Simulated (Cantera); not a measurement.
Charge: 1 mol SiH2Cl2, 23 mol H2, 1.1 mol C2H2, held at 1950 °C and 0.0250 bar.

These are equilibrium values from Cantera (NASA tables, ideal gas, pure condensed phases), not measurements of a reactor. Candidate condensed phases: C, C6H6, C7H8, C8H18, Si, SiC; 109 gas species. The tables' values for SiCl are old estimates; treat these amounts as uncertain. Gases not in the tables: Si2H6 and higher silanes. Rates play no part.

Base state: H2 0.883, HCl 0.0700, H 0.0381, C2H2 (acetylene) 0.00256, Cl 0.00219, Si 0.00212, SiCl2 0.00120, SiCl 0.000282 (mole fractions); condensed: C(graphite) + SiC(s).

**Question.** What changes in the equilibrium state with this change: H2 from 23 to 77 mol?

**Answer.** 
```
species             before     after
----------------  --------  --------
H2                   0.883     0.931
H                   0.0381    0.0391
HCl                 0.0700    0.0233
Cl                 0.00219  0.000712
Si                 0.00212   0.00212
SiCl2              0.00120  0.000127
SiCl              0.000282   9.15e-5
SiH2               3.37e-5   3.56e-5
C2H2 (acetylene)   0.00256   0.00270
SiH               0.000133  0.000137
C(graphite), mol      1.16     0.953
SiC(s), mol          0.886     0.753
```

**Question.** What changes in the equilibrium state with this change: temperature from 1950 °C to 1852 °C?

**Answer.** 
```tsv
species	before	after
H2	0.883	0.901
HCl	0.0700	0.0722
H	0.0381	0.0218
SiCl2	0.00120	0.00102
SiC2	0.000222	4.20e-5
Si2C	0.000134	2.64e-5
Si	0.00212	0.000588
SiH	0.000133	4.54e-5
C(graphite), mol	1.16	1.17
SiC(s), mol	0.886	0.950
```

**Question.** What changes in the equilibrium state with this change: C2H2 from 1.1 to 0.034 mol?

**Answer.** 
| species | before | after |
|---|---|---|
| H2 | 0.883 | 0.871 |
| HCl | 0.0700 | 0.0581 |
| H | 0.0381 | 0.0379 |
| Si | 0.00212 | 0.0184 |
| Si3 | 9.09e-8 | 5.96e-5 |
| C2H2 (acetylene) | 0.00256 | 3.35e-5 |
| Si2 | 4.08e-6 | 0.000308 |
| SiC2 | 0.000222 | 2.56e-5 |
| Si2C | 0.000134 | 0.00117 |
| C(graphite), mol | 1.16 | 0 |
| SiC(s), mol | 0.886 | 0.0344 |
| Si(l), mol | 0 | 0.120 |
Mutual solubility and eutectic melting of coexisting phases are not modelled.
